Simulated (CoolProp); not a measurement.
Vapour-liquid equilibrium of ethylene (1) + propane (2) at 6.75 bar; x and y are mole fractions of (1).

Computed with CoolProp (multi-fluid Helmholtz-energy mixture model, Smukala 2000 and Lemmon 2009; pair parameters Bell 2016).

```csv
x,"bubble temperature, mixture model (K)","bubble temperature, Raoult's law (K)","y, mixture model","y, Raoult's law"
0.05,275.9,274.2,0.246,0.311
0.2,___,251.8,___,0.724
0.35,238.5,238.0,___,0.869
0.5,228.6,228.5,0.914,0.933
0.65,___,221.4,0.953,0.966
0.8,___,215.9,0.977,0.985
0.95,___,211.4,0.995,0.997
```

Q: Some entries are withheld; supply them.

A: 
- 0.2, bubble temperature, mixture model (K): 253.3
- 0.2, y, mixture model: 0.671
- 0.35, y, mixture model: 0.839
- 0.65, bubble temperature, mixture model (K): 221.6
- 0.8, bubble temperature, mixture model (K): 216.2
- 0.95, bubble temperature, mixture model (K): 211.6

The largest gap from Raoult's law is +1.7 K in bubble temperature, at x = 0.05. No azeotrope shows between x = 0.05 and 0.95.

The pair parameters rest on a limited set of measurements; away from them the model extrapolates.
